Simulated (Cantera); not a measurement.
Tantalum, niobium, vanadium and zirconium in process gases: Ta + O2 + H2 + CH4

Input: 1 mol Ta, 3 mol O2, 120 mol H2, 2 mol CH4, at 0.00360 Torr.

These are equilibrium values from Cantera (NASA tables, ideal gas, pure condensed phases), not measurements of a reactor. Candidate condensed phases: C, C6H6, C7H8, C8H18, H2O, Ta, TaC, Ta2O5; 113 gas species. The numbers say what is thermodynamically allowed, not how fast it happens.

```json
[
 {"T (K)": "1000", "log p H2": "-5.33", "log p H": "-11.31", "log p CO": "-7.13", "log p H2O": "-7.25", "n Ta2O5(s)": "0.500"},
 {"T (K)": "1075", "log p H2": "-5.33", "log p H": "-10.50", "log p CO": "-7.12", "log p H2O": "-7.25", "n Ta2O5(s)": "0.500"},
 {"T (K)": "1150", "log p H2": "-5.33", "log p H": "-9.79", "log p CO": "-7.12", "log p H2O": "-7.25", "n Ta2O5(s)": "0.500"},
 {"T (K)": "1225", "log p H2": "-5.33", "log p H": "-9.17", "log p CO": "-7.12", "log p H2O": "-7.25", "n Ta2O5(s)": "0.500"},
 {"T (K)": "1300", "log p H2": "-5.33", "log p H": "-8.62", "log p CO": "-7.12", "log p H2O": "-7.25", "n Ta2O5(s)": "0.500"},
 {"T (K)": "1375", "log p H2": "-5.33", "log p H": "-8.13", "log p CO": "-7.12", "log p H2O": "-7.25", "n Ta2O5(s)": "0.500"},
 {"T (K)": "1450", "log p H2": "-5.33", "log p H": "-7.69", "log p CO": "-7.12", "log p H2O": "-7.25", "n Ta2O5(s)": "0.500"},
 {"T (K)": "1525", "log p H2": "-5.34", "log p H": "-7.29", "log p CO": "-7.12", "log p H2O": "-7.25", "n Ta2O5(s)": "0.500"},
 {"T (K)": "1600", "log p H2": "-5.34", "log p H": "-6.94", "log p CO": "-7.13", "log p H2O": "-7.25", "n Ta2O5(s)": "0.500"},
 {"T (K)": "1675", "log p H2": "-5.35", "log p H": "-6.61", "log p CO": "-7.13", "log p H2O": "-7.26", "n Ta2O5(s)": "0.497"},
 {"T (K)": "1750", "log p H2": "-5.38", "log p H": "-6.32", "log p CO": "-7.14", "log p H2O": "-7.26", "n Ta2O5(s)": "0.480"},
 {"T (K)": "1825", "log p H2": "-5.42", "log p H": "-6.07", "log p CO": "-7.16", "log p H2O": "-7.26", "n Ta2O5(s)": "0.374"}
]
```
log p: log10 of the partial pressure in bar; n: condensed amount in mol.

From 1000 K to 1825 K the condensed part is Ta2O5(s).
